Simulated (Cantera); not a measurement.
A perfectly stirred reactor is fed with C3H8 : O2 : N2 = 1 : 4.17 : 15.7 (molar parts), equivalence ratio 1.2, at 1.00 bar; it is adiabatic with a 525 K inlet, and is followed from long to short residence time, starting on the burning branch (τ in s: 0.025, 0.012, 0.0054, 0.0025, 0.0012, 0.00054, 0.00025, 0.00011, 5.3e-05, 2.5e-05, 1.1e-05).

Model: GRI-Mech 3.0 (53 species, 325 reactions), integrated in Cantera. GRI-Mech 3.0 was tuned for natural gas; its chemistry of propane as a main component is partial and can be far from experiment.

Problem. What does this change do: pressure from 1.00 bar to 5.30 bar?

Solution. 
```json
[
 {"quantity": "blow-out, bracketed by the residence times tried", "before": "burning at 53.0 µs, out at 25.0 µs", "after": "burning at 25.0 µs, out at 11.0 µs"},
 {"quantity": "x(C3H8) at τ = 25.0 ms", "before": "4.57e-7", "after": "1.88e-7"},
 {"quantity": "x(O2) at τ = 25.0 ms", "before": "0.00147", "after": "0.000263"},
 {"quantity": "x(CH4) at τ = 25.0 ms", "before": "1.90e-6", "after": "4.28e-6"},
 {"quantity": "x(C2H6) at τ = 25.0 ms", "before": "4.07e-9", "after": "2.42e-9"},
 {"quantity": "x(N2O) at τ = 25.0 ms", "before": "5.33e-8", "after": "6.47e-8"},
 {"quantity": "x(C3H8) at τ = 0.540 ms", "before": "1.19e-5", "after": "4.68e-6"},
 {"quantity": "x(O2) at τ = 0.540 ms", "before": "0.00738", "after": "0.00240"},
 {"quantity": "x(CH4) at τ = 0.540 ms", "before": "1.47e-5", "after": "2.06e-5"},
 {"quantity": "x(C2H6) at τ = 0.540 ms", "before": "8.58e-8", "after": "6.63e-8"},
 {"quantity": "x(N2O) at τ = 0.540 ms", "before": "5.90e-8", "after": "1.72e-7"}
]
```

Problem. What does this change do: 0.69 parts H2 added?

Solution. 
```json
[
 {"quantity": "blow-out, bracketed by the residence times tried", "before": "burning at 53.0 µs, out at 25.0 µs", "after": "burning at 53.0 µs, out at 25.0 µs"},
 {"quantity": "x(C3H8) at τ = 25.0 ms", "before": "4.57e-7", "after": "4.55e-7"},
 {"quantity": "x(O2) at τ = 25.0 ms", "before": "0.00147", "after": "0.000601"},
 {"quantity": "x(CH4) at τ = 25.0 ms", "before": "1.90e-6", "after": "3.91e-6"},
 {"quantity": "x(C2H6) at τ = 25.0 ms", "before": "4.07e-9", "after": "4.92e-9"},
 {"quantity": "x(N2O) at τ = 25.0 ms", "before": "5.33e-8", "after": "3.09e-8"},
 {"quantity": "x(C3H8) at τ = 0.540 ms", "before": "1.19e-5", "after": "1.14e-5"},
 {"quantity": "x(O2) at τ = 0.540 ms", "before": "0.00738", "after": "0.00433"},
 {"quantity": "x(CH4) at τ = 0.540 ms", "before": "1.47e-5", "after": "2.53e-5"},
 {"quantity": "x(C2H6) at τ = 0.540 ms", "before": "8.58e-8", "after": "1.00e-7"},
 {"quantity": "x(N2O) at τ = 0.540 ms", "before": "5.90e-8", "after": "4.68e-8"}
]
```
